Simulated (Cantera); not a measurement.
Thermodynamics of silicon oxide and oxynitride deposition, feed SiF4 + O3 + H2

Feed: 1 mol SiF4, 0.3 mol O3, 10 mol H2, equilibrated at 75.0 Torr.

Method: chemical equilibrium by Gibbs-energy minimisation in Cantera with the NASA 1993 tables (ideal gas, pure condensed phases). Candidate condensed phases: H2O, Si, SiO2; 38 gas species. The tables' values for SiF3, SiF2 are old estimates; treat these amounts as uncertain. The tables hold silica as quartz up to 1696 K and as liquid above; real silica turns to tridymite and cristobalite and melts near 1996 K. Rates play no part.

At 402 °C the condensed part is SiO2(α-quartz). From 602 °C to 1402 °C the condensed part is SiO2(β-quartz). At 1602 °C the condensed part is SiO2(condensed). At 1802 °C nothing is condensed. The main Si-bearing gas is SiF4 at 402 °C and SiO at 1802 °C. The share of Si in condensed phases is highest at 1402 °C (42.0 %) and lowest at 1802 °C (0.0 %).

| T (°C) | x H2 | x HF | x SiF4 | x H2O | x SiO | n SiO2(α-quartz) | n SiO2(β-quartz) | n SiO2(condensed) |
|---|---|---|---|---|---|---|---|---|
| 402 | 0.820 | 0.0353 | 0.0813 | 0.0635 | <1e-12 | 0.0979 | 0 | 0 |
| 602 | 0.811 | 0.0792 | 0.0693 | 0.0406 | <1e-12 | 0 | 0.222 | 0 |
| 802 | 0.804 | 0.114 | 0.0599 | 0.0227 | <1e-12 | 0 | 0.322 | 0 |
| 1002 | 0.800 | 0.133 | 0.0546 | 0.0125 | 4.98e-10 | 0 | 0.379 | 0 |
| 1202 | 0.797 | 0.143 | 0.0516 | 0.00743 | 8.82e-7 | 0 | 0.408 | 0 |
| 1402 | 0.793 | 0.151 | 0.0477 | 0.00500 | 0.000249 | 0 | 0.420 | 0 |
| 1602 | 0.758 | 0.179 | 0.0332 | 0.00538 | 0.0125 | 0 | 0 | 0.345 |
| 1802 | 0.648 | 0.257 | 0.00875 | 0.00937 | 0.0617 | 0 | 0 | 0 |
x: gas mole fraction; n: condensed amount in mol.
